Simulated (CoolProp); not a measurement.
R115 along the isotherm 500 K: density (kg/m³) from the reference equation and from simpler models built on Tc = 353.1 K, pc = 3129 kPa, ω = 0.248; each cubic takes its own stable root.

Model: reference Helmholtz-energy equation of state, Lemmon 2016, in CoolProp.

```csv
p (kPa),phase,reference,van der Waals,Redlich-Kwong
469,gas,17.67,17.75,17.74
939,gas,35.90,36.24,36.17
1410,gas,54.69,55.53,55.31
1880,gas,74.00,…,75.13
2350,gas,…,96.55,…
2820,gas,114.3,118.5,117.0
3290,supercritical,135.4,…,139.0
3760,supercritical,157.0,165.5,161.8
4220,supercritical,178.7,190.1,…
4690,supercritical,201.4,216.5,209.1
```

Q: Complete the blanks.

A: 
- 1880, van der Waals: 75.59
- 2350, reference: 93.87
- 2350, Redlich-Kwong: 95.67
- 3290, van der Waals: 141.4
- 4220, Redlich-Kwong: 184.9
